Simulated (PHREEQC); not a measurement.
PHREEQC input (ion-association model, wateq4f.dat):

```
SOLUTION_MASTER_SPECIES
  An  An-  0  An  62.0  # stands for a non-complexing anion
SOLUTION_SPECIES
  An- = An-
    -log_k 0
    -gamma 3.0 0
  PO4-3 + 3H+ = H3PO4  # constants of phreeqc.dat
    -log_k 21.721
    -delta_h -10.1 kJ
PHASES
  Fix_H+
    H+ = H+
    -log_k 0
SOLUTION 1
  temp 25
  units mmol/kgw
  pH 7 charge
  P 0.0088
  Na 50.0088
  An 50
END
SELECTED_OUTPUT 1
  -reset false
  -pH true
  -pe true
  -ionic_strength true
  -water true
  -totals Na P
  -molalities Hfo_wOH Hfo_wOH2+ Hfo_wO- Hfo_sOH Hfo_sOH2+ Hfo_sO- Hfo_wH2PO4 Hfo_wHPO4- Hfo_wPO4-2
USER_PUNCH 1
  -headings sigma psi
  10 PUNCH EDL("sigma", "Hfo"), EDL("psi", "Hfo")
PRINT
  -reset false
USE solution 1
SURFACE 1
  Hfo_wOH 0.000359551 600 0.16
  Hfo_sOH 8.98876e-06
EQUILIBRIUM_PHASES 1
  Fix_H+ -3 HAn 10
    -force_equality true
  O2(g) -0.68 10
END
# ... the last block is repeated for the other 16 points of pH, with NaOH or the acid as the point needs
```

Selected output (columns that matter, 17 of 17 rows; pH added in front):

```
pH	mu	Na	P	m_Hfo_wOH	m_Hfo_wOH2+	m_Hfo_wO-	m_Hfo_sOH	m_Hfo_sOH2+	m_Hfo_sO-	m_Hfo_wH2PO4	m_Hfo_wHPO4-	m_Hfo_wPO4-2	sigma	psi
3	0.051353	0.050009	9.9414e-10	1.1764e-05	0.00033898	9.353e-09	3.0148e-07	8.687e-06	2.3969e-10	4.7199e-06	4.0209e-06	5.8172e-08	0.34528	0.16743
3.38	0.050661	0.050009	6.6309e-10	2.5054e-05	0.00032565	4.4157e-08	6.4206e-07	8.3456e-06	1.1316e-09	2.9837e-06	5.6349e-06	1.8072e-07	0.32964	0.16541
3.75	0.050369	0.050009	4.6771e-10	4.7169e-05	0.00030341	1.6799e-07	1.2088e-06	7.7757e-06	4.305e-09	1.7379e-06	6.6319e-06	4.2979e-07	0.30509	0.16159
4.12	0.050232	0.050009	3.6945e-10	7.8428e-05	0.0002718	5.1843e-07	2.0099e-06	6.9656e-06	1.3286e-08	9.8485e-07	6.9757e-06	8.3908e-07	0.27097	0.15559
4.5	0.05016	0.050009	3.3829e-10	0.00011614	0.00023329	1.3245e-06	2.9763e-06	5.9785e-06	3.3943e-08	5.5849e-07	6.8248e-06	1.4163e-06	0.22943	0.14713
4.88	0.050117	0.050009	3.5978e-10	0.00015388	0.00019407	2.7952e-06	3.9436e-06	4.9735e-06	7.1634e-08	3.2716e-07	6.3677e-06	2.1048e-06	0.18656	0.1366
5.25	0.050089	0.050009	4.3245e-10	0.00018646	0.00015929	5.0004e-06	4.7785e-06	4.0821e-06	1.2815e-07	2.011e-07	5.7786e-06	2.8199e-06	0.14758	0.12473
5.62	0.050068	0.050009	5.8065e-10	0.00021287	0.00012989	7.9914e-06	5.4551e-06	3.3288e-06	2.048e-07	1.2807e-07	5.1519e-06	3.5195e-06	0.11342	0.11148
6	0.050052	0.050009	8.8768e-10	0.00023316	0.00010583	1.1768e-05	5.9751e-06	2.7121e-06	3.0157e-07	8.4e-08	4.5428e-06	4.1723e-06	0.084013	0.096605
6.38	0.050039	0.050009	1.5836e-09	0.00024725	8.749e-05	1.6008e-05	6.3364e-06	2.2421e-06	4.1023e-07	5.7846e-08	4.0129e-06	4.7277e-06	0.060153	0.080522
6.75	0.05003	0.050009	3.3874e-09	0.00025627	7.4209e-05	2.0274e-05	6.5674e-06	1.9018e-06	5.1956e-07	4.2331e-08	3.5884e-06	5.1659e-06	0.04161	0.063784
7.12	0.050022	0.050009	9.1313e-09	0.00026197	6.4371e-05	2.4423e-05	6.7133e-06	1.6496e-06	6.2587e-07	3.2514e-08	3.2481e-06	5.5103e-06	0.026841	0.046115
7.5	0.050016	0.050009	3.1635e-08	0.00026556	5.6752e-05	2.8468e-05	6.805e-06	1.4543e-06	7.2949e-07	2.5794e-08	2.9629e-06	5.7797e-06	0.014561	0.027223
7.88	0.050011	0.050009	1.2729e-07	0.0002678	5.0622e-05	3.2455e-05	6.8605e-06	1.2968e-06	8.3144e-07	2.0786e-08	2.6992e-06	5.9527e-06	0.0040476	0.0078959
8.25	0.050007	0.050009	5.1084e-07	0.00026931	4.5162e-05	3.679e-05	6.8916e-06	1.1557e-06	9.4146e-07	1.6213e-08	2.3733e-06	5.8997e-06	-0.0056153	-0.010915
8.62	0.050018	0.050024	1.7959e-06	0.00027057	3.9319e-05	4.2655e-05	6.8987e-06	1.0025e-06	1.0876e-06	1.0701e-08	1.8077e-06	5.1857e-06	-0.015681	-0.029123
9	0.050039	0.050048	4.4958e-06	0.00027102	3.259e-05	5.1634e-05	6.8577e-06	8.2461e-07	1.3065e-06	4.7151e-09	9.6255e-07	3.3369e-06	-0.027302	-0.046738
```

H3PO4, which wateq4f.dat lacks, is added to it with the constant of phreeqc.dat. The oxide is taken as insoluble; below pH 4 it would dissolve.
